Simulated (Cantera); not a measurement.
## Silicon epitaxy and polysilicon growth: Si3H8 + Cl2 + H2

Input: 1 mol Si3H8, 0.0082 mol Cl2, 340 mol H2, held at 0.0220 bar.

Method: chemical equilibrium by Gibbs-energy minimisation in Cantera with the NASA 1993 tables (ideal gas, pure condensed phases). Candidate condensed phases: Si; 19 gas species. The feed counts by its element totals alone. Gases not in the tables: Si2H6 and higher silanes. The numbers say what is thermodynamically allowed, not how fast it happens.

```csv
T (°C),x H2,x H,x Si,x HCl,x SiH2,x SiH,x Si2,x Si3,n Si(s),n Si(l)
1175,1.000,6.21e-5,1.33e-7,4.77e-5,7.48e-7,7.90e-8,1.16e-10,1.88e-11,3.00,0
1225,1.000,0.000116,4.56e-7,4.76e-5,1.46e-6,2.19e-7,5.75e-10,1.04e-10,3.00,0
1275,1.000,0.000208,1.44e-6,4.76e-5,2.73e-6,5.67e-7,2.57e-9,5.12e-10,3.00,0
1325,1.000,0.000359,4.25e-6,4.76e-5,4.89e-6,1.38e-6,1.05e-8,2.28e-9,3.00,0
1375,0.999,0.000600,1.17e-5,4.76e-5,8.47e-6,3.19e-6,3.90e-8,9.25e-9,2.99,0
1425,0.999,0.000974,2.99e-5,4.76e-5,1.40e-5,6.89e-6,1.30e-7,3.28e-8,0,2.98
1475,0.998,0.00154,6.62e-5,4.75e-5,2.05e-5,1.31e-5,3.40e-7,8.33e-8,0,2.97
```
x: gas mole fraction; n: condensed amount in mol.

From 1175 °C to 1375 °C the condensed part is Si(s). From 1425 °C to 1475 °C the condensed part is Si(l). The main Si-bearing gas is SiH2 at 1175 °C and Si at 1475 °C.
